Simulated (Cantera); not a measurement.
# Premixed flame

A freely propagating, adiabatic, planar premixed flame of 45.7 % H2, 11.4 % O2, 42.9 % N2, equivalence ratio 2.0, unburnt at 600 K and 0.132 atm; multicomponent+Soret transport, grid criteria slope 0.08 and curve 0.16, no radiation.

Detailed kinetics in Cantera: the H2/O2 subset of GRI-Mech 3.0, which has no nitrogen chemistry. Burning velocities carry a grid error of a few per cent, more on coarse grids.

```
z (mm)  T (K)  u (m/s)   x H2      x O2     x H2O      x OH       x H       x O
------  -----  -------  -----  --------  --------  --------  --------  --------
-18.4     600     6.56  0.457     0.114     <1e-8     <1e-8     <1e-8     <1e-8
-12.2     600     6.56  0.457     0.114     <1e-8     <1e-8     <1e-8     <1e-8
-9.18     600     6.56  0.457     0.114     <1e-8     <1e-8     <1e-8     <1e-8
-6.12     600     6.56  0.457     0.114   1.14e-7     <1e-8   8.75e-7     <1e-8
-3.06     614     6.68  0.452     0.114  0.000956   3.17e-5  0.000753   1.30e-5
-1.53     746     7.98  0.423     0.110    0.0137  0.000230    0.0133  0.000290
0        1110     11.6  0.276    0.0578     0.121   0.00205    0.0901   0.00462
1.53     1344     14.0  0.180   0.00530     0.224   0.00319     0.134   0.00312
3.06     1432     14.8  0.180   0.00161     0.232   0.00371     0.128   0.00240
6.12     1536     15.8  0.189   0.00131     0.233   0.00449     0.113   0.00230
12.2     1659     16.9  0.200   0.00109     0.236   0.00523    0.0962   0.00204
24.5     1789     18.1  0.211  0.000807     0.239   0.00563    0.0776   0.00161
49.0     1916     19.2  0.222  0.000527     0.242   0.00551    0.0595   0.00111
```
x: mole fraction of selected species; z is measured from the peak of heat release.

- laminar burning velocity = 656 cm/s
- thermal thickness = 6.12 mm
- peak x(OH) = 0.00566
- peak x(H) = 0.134
- peak x(O) = 0.00519
- grid points = 133
